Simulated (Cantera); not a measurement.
n-butane + O₂ (carbon deposition, reforming and gasification)

A closed system holds: 1 mol n-butane, a varied amount of O₂, equilibrated at 1073 K and 0.100 bar.

Equilibrium computed with Cantera from the NASA thermochemical tables; the gas is ideal and each condensed phase is pure. Candidate condensed phases: C, C₆H₆, C₇H₈, C₈H₁₈, H₂O; 110 gas species. The numbers say what is thermodynamically allowed, not how fast it happens.

From 0.038 mol O₂ to 1.3 mol O₂ the condensed part is C(graphite). The main C-bearing gas is CO throughout. The share of C in condensed phases is highest at 0.038 mol O₂ (97.6 %) and lowest at 1.3 mol O₂ (35.5 %).

```tsv
n(O₂) (mol)	x H₂	x CO	x CH₄	x H₂O	x CO₂	x C₂H₄	n C(graphite)
0.038	0.981	0.0148	0.00442	0.000189	3.10e-6	7.75e-8	3.90
0.056	0.974	0.0217	0.00436	0.000275	6.64e-6	7.64e-8	3.87
0.084	0.963	0.0322	0.00426	0.000404	1.46e-5	7.48e-8	3.81
0.12	0.950	0.0454	0.00415	0.000561	2.90e-5	7.27e-8	3.74
0.19	0.925	0.0700	0.00393	0.000842	6.90e-5	6.90e-8	3.60
0.28	0.895	0.0998	0.00368	0.00116	0.000140	6.46e-8	3.43
0.41	0.855	0.140	0.00336	0.00155	0.000274	5.90e-8	3.17
0.61	0.800	0.194	0.00294	0.00202	0.000531	5.16e-8	2.78
0.9	0.732	0.262	0.00246	0.00249	0.000966	4.32e-8	2.21
1.3	0.655	0.338	0.00197	0.00288	0.00161	3.46e-8	1.42
```
x: gas mole fraction; n: condensed amount in mol.
